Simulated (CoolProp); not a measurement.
The numbers come from the reference Helmholtz-energy equation of state, Schroeder 2014 in CoolProp.

Question: For ethanol, give the phase and the cp (kJ/(kg K)), Prandtl number at 485.8 K and 0.0316 MPa.

Answer: 
- 485.8 K and 0.0316 MPa: gas; cp 2.04, Prandtl number 0.812

Viscosity comes from a separate model (Kiselev 2005). Thermal conductivity comes from a separate model (Assael 2013).
